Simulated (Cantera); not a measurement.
A freely propagating, adiabatic, planar premixed flame of H2 : O2 : N2 = 1 : 0.588 : 2.24 (molar parts), unburnt at 575 K and 100.0 Torr; mixture-averaged transport, grid criteria slope 0.08 and curve 0.16, no radiation.

Detailed kinetics in Cantera: the H2/O2 subset of GRI-Mech 3.0, which has no nitrogen chemistry. Burning velocities carry a grid error of a few per cent, more on coarse grids.

**Question.** How do the results move with these cheaper or finer settings: unity-Lewis-number transport; multicomponent transport; multicomponent+Soret transport; grid criteria slope 0.5, curve 1; grid criteria slope 0.25, curve 0.5; grid criteria slope 0.03, curve 0.06?

**Answer.** 
| setting | laminar burning velocity | thermal thickness | peak x(H2O2) | peak x(HO2) | grid points |
|---|---|---|---|---|---|
| as above | 498 cm/s | 6.42 mm | 1.41e-6 | 5.69e-5 | 134 |
| unity-Lewis-number transport | 323 cm/s | 4.59 mm | 9.70e-7 | 5.06e-5 | 134 |
| multicomponent transport | 489 cm/s | 6.38 mm | 1.43e-6 | 5.70e-5 | 134 |
| multicomponent+Soret transport | 468 cm/s | 6.32 mm | 1.49e-6 | 5.71e-5 | 134 |
| grid criteria slope 0.5, curve 1 | 660 cm/s | 9.42 mm | 1.05e-6 | 5.34e-5 | 43 |
| grid criteria slope 0.25, curve 0.5 | 552 cm/s | 7.30 mm | 1.24e-6 | 5.65e-5 | 71 |
| grid criteria slope 0.03, curve 0.06 | 488 cm/s | 6.24 mm | 1.44e-6 | 5.74e-5 | 288 |
The base run took roughly 1.3 core-seconds.
Unity Lewis numbers drop preferential diffusion, which matters most where H2 and H carry the flame; Soret adds thermal diffusion.
